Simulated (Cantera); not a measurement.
Feed: 1 mol B2O3, 2.2 mol HF, 2 mol O2, held at 13300 Pa.

These are equilibrium values from Cantera (NASA tables, ideal gas, pure condensed phases), not measurements of a reactor. Candidate condensed phases: B, B2O3, B3O3H3, H2O; 43 gas species. Gases not in the tables: H3BO3. Rates play no part.

**Question.** At 727 °C, list the 4 most abundant gas species with their mole fractions, and the condensed phases.

**Answer.** O2 0.510, H2O 0.209, HF 0.141, BF3 0.127. Condensed: B2O3(l).
